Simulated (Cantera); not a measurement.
Cantera run, input and output.

```python
import numpy as np
import cantera as ct

gas = ct.Solution("gri30.yaml")
gas.TPX = 1300, 19000, {'CO': 0.016, 'O2': 0.012, 'H2O': 0.00049, 'N2': 1}
reactor = ct.IdealGasConstPressureReactor(gas, energy="off", clone=False)
net = ct.ReactorNet([reactor])
net.rtol, net.atol = 1e-08, 1e-18
show = ['CO', 'O2', 'H2O', 'O', 'OH']
times = np.geomspace(0.0003, 70, 15)

steps = ct.SolutionArray(gas, extra=["t"])
rows = []
print(f"{'t/s':>10s}{'T/K':>9s}{'P/Pa':>11s}" + "".join(f"{s:>11s}" for s in show))
for t in times:
    while net.time < t:
        t_next = net.step()
        steps.append(gas.state, t=t_next)
    rows.append([np.interp(t, steps.t, y) for y in (steps.T, steps.P, *steps(*show).X.T)])
    print(f"{t:10.3e}{rows[-1][0]:9.1f}{rows[-1][1]:11.4g}" + "".join(f"{x:11.3e}" for x in rows[-1][2:]))
rate = np.gradient(steps.T, steps.t)
print("integrator steps:", len(steps.t))
if steps.T.max() > steps.T[0] + 200:
    print(f"time of steepest temperature rise: {steps.t[rate.argmax()]:.4e} s")
gas.TPX = 1300, 19000, {'CO': 0.016, 'O2': 0.012, 'H2O': 0.00049, 'N2': 1}
gas.equilibrate("TP")
print(f"equilibrium (TP): T = {gas.T:.1f} K  " + "  ".join(f"{s} {gas[s].X[0]:.3e}" for s in show))
```

Output:

```
       t/s      T/K       P/Pa         CO         O2        H2O          O         OH
 3.000e-04   1300.0    1.9e+04  1.556e-02  1.167e-02  4.764e-04  2.196e-09  1.203e-11
 7.254e-04   1300.0    1.9e+04  1.556e-02  1.167e-02  4.764e-04  5.329e-09  5.604e-11
 1.754e-03   1300.0    1.9e+04  1.556e-02  1.167e-02  4.764e-04  1.359e-08  2.903e-10
 4.240e-03   1300.0    1.9e+04  1.556e-02  1.167e-02  4.764e-04  4.644e-08  1.864e-09
 1.025e-02   1300.0    1.9e+04  1.556e-02  1.167e-02  4.764e-04  5.212e-07  2.830e-08
 2.479e-02   1300.0    1.9e+04  1.538e-02  1.151e-02  4.656e-04  1.406e-04  7.188e-06
 5.994e-02   1300.0    1.9e+04  7.847e-03  6.617e-03  7.638e-05  2.760e-03  4.566e-05
 1.449e-01   1300.0    1.9e+04  2.737e-03  4.947e-03  2.599e-04  8.231e-04  5.382e-05
 3.504e-01   1300.0    1.9e+04  7.044e-04  4.192e-03  4.327e-04  1.649e-04  3.054e-05
 8.472e-01   1300.0    1.9e+04  1.573e-04  3.975e-03  4.685e-04  3.392e-05  1.434e-05
 2.048e+00   1300.0    1.9e+04  3.159e-05  3.927e-03  4.763e-04  6.757e-06  6.496e-06
 4.952e+00   1300.0    1.9e+04  6.189e-06  3.917e-03  4.786e-04  1.367e-06  2.958e-06
 1.197e+01   1300.0    1.9e+04  1.307e-06  3.916e-03  4.794e-04  3.060e-07  1.409e-06
 2.895e+01   1300.0    1.9e+04  3.275e-07  3.916e-03  4.798e-04  8.268e-08  7.343e-07
 7.000e+01   1300.0    1.9e+04  1.221e-07  3.916e-03  4.799e-04  3.376e-08  4.693e-07
integrator steps: 2000
equilibrium (TP): T = 1300.0 K  CO 8.881e-08  O2 3.889e-03  H2O 4.800e-04  O 2.547e-08  OH 4.076e-07
```

Model: GRI-Mech 3.0 (53 species, 325 reactions), integrated in Cantera.
